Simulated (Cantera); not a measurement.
## Thermodynamics of hydrogen reduction and annealing atmospheres, feed Cu2O + H2 + N2

Input: 1 mol Cu2O, 6.8 mol H2, 78 mol N2, at 55.0 Pa.

These are equilibrium values from Cantera (NASA tables, ideal gas, pure condensed phases), not measurements of a reactor. Candidate condensed phases: Cu, CuO, Cu(OH)2, Cu2O, H2O; 27 gas species. The numbers say what is thermodynamically allowed, not how fast it happens.

```
T (K)   x N2    x H2      x Cu   x H2O       x H      x OH  n Cu(s)  n Cu(l)
-----  -----  ------  --------  ------  --------  --------  -------  -------
1100   0.920  0.0684   1.08e-6  0.0118   2.88e-7  2.22e-10     2.00        0
1200   0.920  0.0684   2.23e-5  0.0118   2.20e-6   3.03e-9     2.00        0
1300   0.920  0.0684  0.000287  0.0118   1.23e-5   2.78e-8     1.98        0
1400   0.918  0.0682   0.00245  0.0118   5.42e-5   1.86e-7        0     1.79
1500   0.906  0.0673    0.0150  0.0116  0.000195   9.60e-7        0    0.712
1600   0.898  0.0665    0.0230  0.0115  0.000598   4.05e-6        0        0
1700   0.898  0.0660    0.0230  0.0115   0.00161   1.45e-5        0        0
1800   0.897  0.0648    0.0230  0.0114   0.00389   4.53e-5        0        0
1900   0.895  0.0624    0.0229  0.0113   0.00845  0.000126        0        0
```
x: gas mole fraction; n: condensed amount in mol.

From 1100 K to 1300 K the condensed part is Cu(s). From 1400 K to 1500 K the condensed part is Cu(l). From 1600 K to 1900 K nothing is condensed. The main Cu-bearing gas is Cu throughout.
